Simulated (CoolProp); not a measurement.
p-xylene along the isotherm 346.85 °C: fugacity coefficient from the reference equation and from simpler models built on Tc = 343.0 °C, pc = 35.32 bar, ω = 0.324; each cubic takes its own stable root.

Values from CoolProp's reference Helmholtz-energy equation of state, Zhou 2012.

```json
[
 {"p (bar)": "4.41", "phase": "gas", "reference": "0.9542"},
 {"p (bar)": "8.83", "phase": "gas", "reference": "0.9094"},
 {"p (bar)": "13.2", "phase": "gas", "reference": "0.8660"},
 {"p (bar)": "17.7", "phase": "gas", "reference": "0.8221"},
 {"p (bar)": "22.1", "phase": "gas", "reference": "0.7797"},
 {"p (bar)": "26.5", "phase": "gas", "reference": "0.7374"},
 {"p (bar)": "30.9", "phase": "gas", "reference": "0.6947"},
 {"p (bar)": "35.3", "phase": "gas", "reference": "0.6502"},
 {"p (bar)": "39.7", "phase": "supercritical", "reference": "0.5973"},
 {"p (bar)": "44.1", "phase": "supercritical", "reference": "0.5496"},
 {"p (bar)": "48.6", "phase": "supercritical", "reference": "0.5093"},
 {"p (bar)": "53", "phase": "supercritical", "reference": "0.4764"}
]
```

**Question.** How far does each simpler model (van der Waals, Redlich-Kwong, Peng-Robinson) lie from the reference over these 12 states: mean and median of the absolute difference, and the worst?

**Answer.** 
- van der Waals: mean 6.5 %, median 6.4 %, worst +12.2 % at 346.85 °C and 53 bar
- Redlich-Kwong: mean 3.0 %, median 2.9 %, worst +5.9 % at 346.85 °C and 53 bar
- Peng-Robinson: mean 0.5 %, median 0.1 %, worst +1.8 % at 346.85 °C and 53 bar
